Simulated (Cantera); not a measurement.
Charge: 1 mol SiC, 0.2 mol H2, at 2550 °C and 1.40e-5 bar.

Equilibrium computed with Cantera from the NASA thermochemical tables; the gas is ideal and each condensed phase is pure. Candidate condensed phases: C, C6H6, C7H8, C8H18, Si, SiC; 87 gas species. Kinetics and transport are ignored.

Q: What is the equilibrium state?

A: 
| Quantity | Value |
|---|---|
| x(Si) | 0.488 |
| x(H) | 0.205 |
| x(C) | 0.179 |
| x(C3) | 0.0773 |
| x(C2) | 0.0256 |
| x(SiC2) | 0.0250 |
| x(SiC) | 0.000281 |
| x(C2H) | 8.47e-5 |
| x(H2) | 7.48e-5 |
| gas amount | 1.949 mol |
| log10 activity of C(graphite) (absent) | -0.53 |
| log10 activity of Si(l) (absent) | -3.77 |
